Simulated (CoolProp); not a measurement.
CH2F2 (R32) at 298.15 K and 5.86 MPa flows at 0.066 m/s in a round tube of 10 mm bore and 1.5 µm roughness, fully developed (64/Re and Nu = 3.66 if laminar; Colebrook and Gnielinski if turbulent). Each further row changes one setting.

Computed with CoolProp (reference Helmholtz-energy equation of state, Tillner-Roth 1997).

| case | Reynolds number | Darcy friction factor | pressure drop (Pa/m) | heat-transfer coefficient (W/(m² K)) | mass flow (kg/h) |
|---|---|---|---|---|---|
| as stated | 5390 | 0.0368 | ___ | 339 | ___ |
| velocity 0.132 m/s | 10800 | 0.0305 | ___ | 640 | 36.8 |
| diameter 20 mm | 10800 | ___ | 3.26 | 319 | 73.5 |

Task: Complete the blanks.

Result: 
- as stated, pressure drop (Pa/m): 7.89
- as stated, mass flow (kg/h): 18.4
- velocity 0.132 m/s, pressure drop (Pa/m): 26.2
- diameter 20 mm, Darcy friction factor: 0.0304

Viscosity comes from a separate model (Bell 2016), an estimate that may be off by 10 % or more. Thermal conductivity comes from a separate model (Huber 2003), an estimate that may be off by 10 % or more.
